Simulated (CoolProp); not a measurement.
1-butene at several states: fugacity coefficient from the reference equation and from simpler models built on Tc = 419.3 K, pc = 4.006 MPa, ω = 0.192; each cubic takes its own stable root.

Model: reference Helmholtz-energy equation of state, Lemmon 2005, in CoolProp. It is a short technical equation, of lower accuracy than the large ones.

```csv
T (K),p (MPa),phase,reference,van der Waals,Redlich-Kwong,Soave-Redlich-Kwong,Peng-Robinson
410.2,0.0437,gas,0.9959,0.9966,0.9960,0.9960,0.9956
306.8,4.48,liquid,[?],0.2332,[?],0.09314,0.09034
112,5.05,liquid,[?],[?],1.125e-9,1.956e-9,[?]
```

Question: Complete the blanks.

Answer: 
- 306.8, reference: 0.09061
- 306.8, Redlich-Kwong: 0.1194
- 112, reference: 1.461e-9
- 112, van der Waals: 0.0001218
- 112, Peng-Robinson: 3.153e-9
